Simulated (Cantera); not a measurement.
A freely propagating, adiabatic, planar premixed flame of H2 : O2 : N2 = 1 : 0.185 : 0.696 (molar parts), equivalence ratio 2.7, unburnt at 448 K and 4.90 bar; mixture-averaged transport, grid criteria slope 0.08 and curve 0.16, no radiation.

Cantera simulation using the H2/O2 subset of GRI-Mech 3.0, which has no nitrogen chemistry; the numbers are that mechanism's predictions, not measurements. The hydrogen kinetics of GRI-Mech 3.0 are dated; newer H2 mechanisms differ, most at raised pressure. Burning velocities carry a grid error of a few per cent, more on coarse grids.

Problem. What does this change do: N2 0.696 to 0.56 parts?

Solution. 
```csv
quantity,before,after
laminar burning velocity,442 cm/s,544 cm/s
thermal thickness,0.0580 mm,0.0557 mm
peak x(H),0.0353,0.0443
peak x(HO2),0.000879,0.000974
peak x(O),0.000899,0.00117
```
